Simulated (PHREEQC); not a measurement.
Copper plating or etch bath: an equilibrium model

A solution holds 0.074 mol CuSO4, 0.00034 mol H2SO4 and 0.15 mol NaCl per kg of water, at 25 °C. Closed to the air; pH follows from the charge balance.

Model: ion-association model, phreeqc.dat, run in PHREEQC.

```json
{
  "pH": "3.59",
  "ionic_strength": "0.323 mol/kgw",
  "activity_of_water": "0.993",
  "specific_conductance": "20400 µS/cm",
  "density": "1.015 g/cm³",
  "total_alkalinity": "-0.680 meq/kg"
}
```

```
species  molality  activity   log γ
-------  --------  --------  ------
Cl-         0.145    0.0985  -0.167
Na+         0.143     0.104  -0.138
Cu+2       0.0444    0.0126  -0.547
SO4-2      0.0420    0.0103  -0.613
CuSO4      0.0245    0.0264   0.032
NaSO4-    0.00744   0.00533  -0.144
CuCl+     0.00490   0.00334  -0.166
```

This is a speciation only: nothing precipitates in the calculation.
